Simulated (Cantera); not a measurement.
Charge: 1 mol trisilylamine, 9.2 mol N₂, equilibrated at 2098.15 K.

Cantera equilibrium calculation (NASA polynomials, part measured and part estimated; ideal gas, pure solids and liquids). Candidate condensed phases: Si, Si₃N₄; 18 gas species. The feed counts by its element totals alone. The tables' values for SiN are old estimates; treat these amounts as uncertain. Gases not in the tables: Si₂H₆ and higher silanes. Rates play no part.

x: gas mole fraction; n: condensed amount in mol.

```tsv
P (Pa)	x N₂	x H₂	x H	x Si	n Si(l)	n Si₃N₄(s)
5	0.516	0.154	0.171	0.159	0	0
21	0.538	0.201	0.0954	0.164	0	0
85	0.557	…	…	0.154	…	0
350	0.647	0.286	0.0278	0.0374	2.39	0
1400	0.671	0.304	…	…	2.85	0
5900	0.679	0.311	0.00708	0.00222	2.96	0
24000	0.681	0.314	0.00352	0.000545	2.99	0
100000	0.631	0.367	0.00187	0.000121	0	0.999
```

Q: Complete the blanks.

A: 
- 1400, x H: 0.0144
- 1400, x Si: 0.00934
- 85, x H₂: 0.233
- 85, x H: 0.0510
- 85, n Si(l): 0.172
